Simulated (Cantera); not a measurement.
# Ammonia decomposition in nitride growth gas

A perfectly stirred reactor is fed with 56.8 % NH3, 43.2 % N2, at 31.5 Torr; it is held at 2050 K, and followed from long to short residence time.

Cantera simulation using the gas-phase N/H chemistry of the illustrative SiF4/NH3 mechanism in the Surface Chemkin manual (1991); the numbers are that mechanism's predictions, not measurements. Walls and surfaces, which speed up NH3 decomposition in real reactors, are not modelled.

```json
[
 {"τ (s)": "7.9", "x NH3": "0.0219", "x H2": "0.522", "x H": "0.00111", "x N": "1.67e-6", "x NH2": "0.000138", "x N2H4": "2.48e-10", "x N2H2": "1.39e-7"},
 {"τ (s)": "2.4", "x NH3": "0.0657", "x H2": "0.480", "x H": "0.000719", "x N": "1.68e-6", "x NH2": "0.000290", "x N2H4": "1.10e-9", "x N2H2": "4.78e-7"},
 {"τ (s)": "0.73", "x NH3": "0.164", "x H2": "0.386", "x H": "0.000439", "x N": "1.66e-6", "x NH2": "0.000548", "x N2H4": "3.93e-9", "x N2H2": "1.42e-6"},
 {"τ (s)": "0.22", "x NH3": "0.320", "x H2": "0.237", "x H": "0.000223", "x N": "1.45e-6", "x NH2": "0.000885", "x N2H4": "1.02e-8", "x N2H2": "3.31e-6"},
 {"τ (s)": "0.067", "x NH3": "0.459", "x H2": "0.104", "x H": "9.26e-5", "x N": "9.58e-7", "x NH2": "0.00119", "x N2H4": "1.85e-8", "x N2H2": "5.32e-6"},
 {"τ (s)": "0.020", "x NH3": "0.531", "x H2": "0.0340", "x H": "3.25e-5", "x N": "3.90e-7", "x NH2": "0.00140", "x N2H4": "2.56e-8", "x N2H2": "6.22e-6"},
 {"τ (s)": "0.0061", "x NH3": "0.557", "x H2": "0.00937", "x H": "1.01e-5", "x N": "1.07e-7", "x NH2": "0.00141", "x N2H4": "2.61e-8", "x N2H2": "5.47e-6"},
 {"τ (s)": "0.0019", "x NH3": "0.565", "x H2": "0.00195", "x H": "2.70e-6", "x N": "2.33e-8", "x NH2": "0.00108", "x N2H4": "1.52e-8", "x N2H2": "2.90e-6"},
 {"τ (s)": "0.00056", "x NH3": "0.568", "x H2": "0.000296", "x H": "9.09e-7", "x N": "4.25e-9", "x NH2": "0.000461", "x N2H4": "2.78e-9", "x N2H2": "4.55e-7"},
 {"τ (s)": "0.00017", "x NH3": "0.568", "x H2": "7.37e-5", "x H": "7.20e-7", "x N": "4.61e-10", "x NH2": "0.000145", "x N2H4": "2.72e-10", "x N2H2": "3.54e-8"}
]
```
x: mole fraction; the columns are a selection and need not sum to one.
